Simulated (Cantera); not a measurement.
A perfectly stirred reactor is fed with CH₂O : O₂ : N₂ = 0.0031 : 0.017 : 1 (molar parts), equivalence ratio 0.18, at 8.00 bar; it is held at 1448 K, and followed from long to short residence time.

Computed with Cantera and GRI-Mech 3.0 (53 species, 325 reactions).

Task: What does this change do: pressure from 8.00 bar to 1.00 bar?

Result: 
```csv
quantity,before,after
x(CH₂O) at τ = 0.780 s,2.71e-7,4.70e-7
x(O₂) at τ = 0.780 s,0.0136,0.0136
x(CH₄) at τ = 0.780 s,<1e-12,<1e-12
x(NO) at τ = 0.780 s,1.04e-6,1.99e-6
x(HO₂) at τ = 0.780 s,1.93e-7,3.00e-7
x(CH₂O) at τ = 41.0 ms,2.25e-6,2.61e-6
x(O₂) at τ = 41.0 ms,0.0137,0.0137
x(CH₄) at τ = 41.0 ms,<1e-12,<1e-12
x(NO) at τ = 41.0 ms,1.10e-6,9.34e-7
x(HO₂) at τ = 41.0 ms,1.43e-6,1.28e-6
```

Task: What does this change do: temperature 1448 to 1275 K?

Result: 
| quantity | before | after |
|---|---|---|
| x(CH₂O) at τ = 0.780 s | 2.71e-7 | 1.68e-6 |
| x(O₂) at τ = 0.780 s | 0.0136 | 0.0137 |
| x(CH₄) at τ = 0.780 s | <1e-12 | <1e-12 |
| x(NO) at τ = 0.780 s | 1.04e-6 | 1.22e-7 |
| x(HO₂) at τ = 0.780 s | 1.93e-7 | 1.07e-6 |
| x(CH₂O) at τ = 41.0 ms | 2.25e-6 | 1.56e-5 |
| x(O₂) at τ = 41.0 ms | 0.0137 | 0.0141 |
| x(CH₄) at τ = 41.0 ms | <1e-12 | <1e-12 |
| x(NO) at τ = 41.0 ms | 1.10e-6 | 2.88e-8 |
| x(HO₂) at τ = 41.0 ms | 1.43e-6 | 6.08e-6 |

Task: What does this change do: temperature 1448 to 1150 K?

Result: 
```csv
quantity,before,after
x(CH₂O) at τ = 0.780 s,2.71e-7,1.09e-5
x(O₂) at τ = 0.780 s,0.0136,0.0139
x(CH₄) at τ = 0.780 s,<1e-12,<1e-12
x(NO) at τ = 0.780 s,1.04e-6,1.51e-9
x(HO₂) at τ = 0.780 s,1.93e-7,2.66e-6
x(CH₂O) at τ = 41.0 ms,2.25e-6,7.72e-5
x(O₂) at τ = 41.0 ms,0.0137,0.0146
x(CH₄) at τ = 41.0 ms,<1e-12,2.03e-12
x(NO) at τ = 41.0 ms,1.10e-6,6.61e-11
x(HO₂) at τ = 41.0 ms,1.43e-6,1.06e-5
```
